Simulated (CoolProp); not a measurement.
Computed with CoolProp (reference Helmholtz-energy equation of state, Thol 2019).

Problem. For decamethylcyclopentasiloxane (D5), give the phase and the density (kg/m³), cp (kJ/(kg K)), isothermal compressibility (1/MPa), expansivity (1/kK) at 346.85 °C and 500 kPa; 346.85 °C and 10800 kPa.

Solution. 
- 346.85 °C and 500 kPa: gas; density 44.2, cp 2.01, isothermal compressibility 2.54, expansivity 3.41
- 346.85 °C and 10800 kPa: supercritical; density 666, cp 2.14, isothermal compressibility 0.0111, expansivity 1.40
